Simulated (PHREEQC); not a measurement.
Make-up at 35 °C: 0.022 mol/kgw HF, 0.003 mol/kgw KF and 0.088 mol/kgw HCl. Closed to the air; pH follows from the charge balance.

The numbers come from PHREEQC with the ion-association model, phreeqc.dat.

```
Item                           Value
--------------------  --------------
pH                              1.15
ionic strength        0.0883 mol/kgw
specific conductance     38100 µS/cm
density                  0.996 g/cm³
total alkalinity         -110 meq/kg
```

```json
[
 {"species": "Cl-", "molality": "0.0880", "activity": "0.0679", "log γ": "-0.112"},
 {"species": "H+", "molality": "0.0853", "activity": "0.0706", "log γ": "-0.082"},
 {"species": "HF", "molality": "0.0247", "activity": "0.0252", "log γ": "0.009"},
 {"species": "K+", "molality": "0.00300", "activity": "0.00231", "log γ": "-0.114"},
 {"species": "F-", "molality": "0.000258", "activity": "0.000198", "log γ": "-0.115"},
 {"species": "HF2-", "molality": "2.60e-5", "activity": "2.04e-5", "log γ": "-0.105"}
]
```

Precipitation was switched off in this run.
